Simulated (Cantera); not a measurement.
What does this Cantera script print?

```python
import numpy as np
import cantera as ct

gas_names = """
    Mg MgN MgO MgS Mg2 N NO NO2 NO3 N2 N2O O O2 O3 S SN SO SO2 SO3 S2 S2O S8
""".split()
cond_names = """
    Mg(cr) Mg(L) MgO(s) MgO(L) MgS(s) MgSO4(s) MgSO4(L) S(cr1) S(cr2) S(L)
""".split()


# ... load() reads the species with a 1 bar reference pressure and builds the phases ...
atoms = {
    'MgO': {'Mg': 1, 'O': 1},
    'SO2': {'S': 1, 'O': 2},
    'N2': {'N': 2},
}
top_T = {'MgS(s)': 2250}  # K; cautious upper limits of use, not melting points


# ... equilibrate(T, P, feed) seeds the gas with the atoms and calls Mixture.equilibrate('TP', solver="vcs", rtol=1e-11, max_steps=5000) ...
results = []
feed = {'MgO': 1, 'SO2': 0.65, 'N2': 0.71}  # mol
T = 1800  # K
P = 101325  # Pa
mix = equilibrate(T, P, feed)
results.append((T, P, feed, dict(zip(mix.species_names, mix.species_moles))))
x = sorted(zip(gas.X, gas.species_names), reverse=True)
print(f"T = {T:g} K  P = {P:g} Pa  gas = {mix.phase_moles(0):.4g} mol")
print("   x: " + "  ".join(f"{s} {v:.3e}" for v, s in x if v > 0.001))
print("   condensed (mol): " + ("  ".join(f"{mix.phase(i).name} {mix.phase_moles(i):.4g}"
      for i in range(1, mix.n_phases) if mix.phase_moles(i) > 1e-12) or "none"))
```

Result:

```
T = 1800 K  P = 101325 Pa  gas = 1.36 mol
   x: N2 5.219e-01  SO2 4.771e-01
   condensed (mol): MgO(s) 1
```

Cantera equilibrium calculation (NASA polynomials, part measured and part estimated; ideal gas, pure solids and liquids).
